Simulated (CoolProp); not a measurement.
Vapour-liquid equilibrium of benzene (1) + toluene (2) at 335.1 K; x and y are mole fractions of (1).

Values from CoolProp's multi-fluid Helmholtz-energy mixture model, Thol 2012 and Lemmon 2006; pair parameters Bell 2016.

| x | bubble pressure (bar) | y at the bubble point | dew pressure at overall composition x (bar) | liquid density (mol/L) |
|---|---|---|---|---|
| 0.05 | 0.2177 | 0.125 | 0.2068 | 9.052 |
| 0.125 | 0.2442 | 0.281 | 0.2177 | 9.164 |
| 0.2 | 0.2708 | 0.406 | 0.2297 | 9.279 |
| 0.275 | 0.2976 | 0.510 | 0.2431 | 9.396 |
| 0.35 | 0.3244 | 0.596 | 0.2582 | 9.516 |
| 0.425 | 0.3514 | 0.670 | 0.2753 | 9.638 |
| 0.5 | 0.3784 | 0.733 | 0.2948 | 9.763 |
| 0.575 | 0.4055 | 0.788 | 0.3174 | 9.890 |
| 0.65 | 0.4326 | 0.836 | 0.3437 | 10.02 |
| 0.725 | 0.4597 | 0.879 | 0.3747 | 10.15 |
| 0.8 | 0.4869 | 0.917 | 0.4119 | 10.29 |
| 0.875 | 0.5141 | 0.951 | 0.4572 | 10.43 |
| 0.95 | 0.5414 | 0.981 | 0.5137 | 10.57 |

No azeotrope shows between x = 0.05 and 0.95.

Pair parameters are fitted to limited data, so mixtures are less certain than the pure fluids.
